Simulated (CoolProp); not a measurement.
Vapour-liquid equilibrium of isohexane (1) + n-heptane (2) at 177.95 °C; x and y are mole fractions of (1).

Computed with CoolProp (multi-fluid Helmholtz-energy mixture model, Lemmon 2006 and Span 2003; pair parameters Bell 2016).

```tsv
x	bubble pressure, mixture model (bar)	bubble pressure, Raoult's law (bar)	y, mixture model	y, Raoult's law
0.05	6.951	6.998	0.088	0.106
0.125	7.501	7.614	0.207	0.243
0.2	8.057	8.230	0.312	0.360
0.275	8.620	8.847	0.405	0.460
0.35	9.193	9.463	0.490	0.548
0.425	9.777	10.08	0.567	0.624
0.5	10.37	10.70	0.637	0.692
0.575	10.99	11.31	0.702	0.753
0.65	11.61	11.93	0.763	0.807
0.725	12.26	12.54	0.819	0.856
0.8	12.92	13.16	0.872	0.900
0.875	13.61	13.78	0.922	0.940
0.95	14.32	14.39	0.970	0.977
```

The largest gap from Raoult's law is -3.1 % in bubble pressure, at x = 0.5. No azeotrope shows between x = 0.05 and 0.95.

The pair parameters rest on a limited set of measurements; away from them the model extrapolates.
